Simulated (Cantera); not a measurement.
A Cantera script and what it prints.

```python
import numpy as np
import cantera as ct

gas_names = """
    SiF4 S2 SF6
""".split()
cond_names = """
    Si(cr) Si(L)
""".split()


# ... load() reads the species with a 1 bar reference pressure and builds the phases ...
species = {s.name: s for s in load("nasa_gas.yaml", gas_names) + load("nasa_condensed.yaml", cond_names)}
# Each term lists the table entries of one substance; the one whose range holds T is used.
reactions = {
    '3 SiF4(g) + S2(g) = 2 SF6(g) + 3 Si':
        [(-3, ['SiF4']), (-1, ['S2']), (2, ['SF6']), (3, ['Si(cr)', 'Si(L)'])],
}


def pick(names, T):
    return next(species[n] for n in names if species[n].thermo.min_temp <= T <= species[n].thermo.max_temp)


results = []
for label, terms in reactions.items():
    print(label)
    print("     T/K   dH/kJ  dS/(J/K)   dG/kJ   log10 K")
    for T in [998, 1198, 1398, 1598, 1798, 1998, 2198]:
        used = [(nu, pick(names, T)) for nu, names in terms]
        dH = sum(nu * s.thermo.h(T) for nu, s in used) / 1e6
        dS = sum(nu * s.thermo.s(T) for nu, s in used) / 1e3
        dG = dH - T * dS / 1e3
        logK = -dG * 1e6 / (ct.gas_constant * T * np.log(10))
        results.append((label, T, dH, dS, dG, logK, [s.name for _, s in used]))
        print(f"{T:8g} {dH:8.1f} {dS:8.1f} {dG:8.1f} {logK:8.2f}")
```

Result:

```
3 SiF4(g) + S2(g) = 2 SF6(g) + 3 Si
     T/K   dH/kJ  dS/(J/K)   dG/kJ   log10 K
     998   2293.6   -409.4   2702.2  -141.43
    1198   2300.6   -403.0   2783.4  -121.36
    1398   2308.0   -397.4   2863.5  -106.99
    1598   2315.6   -392.2   2942.4   -96.18
    1798   2473.6   -298.8   3010.8   -87.47
    1998   2480.3   -295.3   3070.2   -80.26
    2198   2486.9   -292.1   3128.9   -74.36
```

Standard-state values (1 bar) from the NASA 1993 polynomials, evaluated with Cantera. Condensed species are held in their standard states even where they would react or evaporate.
